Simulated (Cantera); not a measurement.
Feed: 1 mol CCl₄, 0.018 mol CH₄, 1.6 mol H₂, at 0.350 bar.

Method: chemical equilibrium by Gibbs-energy minimisation in Cantera with the NASA 1993 tables (ideal gas, pure condensed phases). Candidate condensed phases: C, C₆H₆, C₇H₈, C₈H₁₈; 91 gas species. Equilibrium is a limit: real reactors are often held back by kinetics, nucleation or transport.

At 2527 °C, list the 5 most abundant gas species with their mole fractions, and the condensed phases.

HCl 0.636, Cl 0.288, H₂ 0.0444, H 0.0291, C₂H₂ (acetylene) 0.00148. Condensed: C(graphite).
